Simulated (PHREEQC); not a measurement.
A solution holds 0.81 mol/kgw HF, 0.019 mol/kgw KF and 0.029 mol/kgw H2SO4, at 25 °C. Closed to the air; pH follows from the charge balance.

Computed with PHREEQC (ion-association model, phreeqc.dat).

This is a speciation only: nothing precipitates in the calculation.

Predict the pH.

pH 1.26.

In which forms is F present?

HF 90 %, HF2- 8.4 %, F- 1.5 % of the F.
